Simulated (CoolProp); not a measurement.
Saturation properties of dodecamethylcyclohexasiloxane (D6) (Tc = 372.6 °C, pc = 961.4 kPa, ω = 0.736).

The numbers come from the reference Helmholtz-energy equation of state, Colonna 2008 in CoolProp. It is a short technical equation, of lower accuracy than the large ones.

```
T (°C)     p (kPa)  liquid density (kg/m³)  vapour density (kg/m³)  surface tension (mN/m)
------  ----------  ----------------------  ----------------------  ----------------------
42.85   (withheld)                   948.6                0.002702                    17.5
77.15       0.1869                   910.7                 0.02857                    14.7
111.45       1.246                   872.2                  0.1739                    12.1
145.65       5.519                   832.7              (withheld)                    9.64
179.95       18.26                   791.5                   2.211                    7.43
214.25       48.52                   747.7                   5.632                    5.43
248.55       109.7                   699.7                   12.53              (withheld)
282.85       219.9                   644.6                   25.70                    2.20
317.05       403.4                   576.7                   51.13                    1.02
```

What belongs in the gaps?


- 42.85, p (kPa): 0.01596
- 145.65, vapour density (kg/m³): 0.7120
- 248.55, surface tension (mN/m): 3.68

It boils at 245.0 °C under 1 atm.

Surface tension comes from a separate correlation (Mulero 2014).
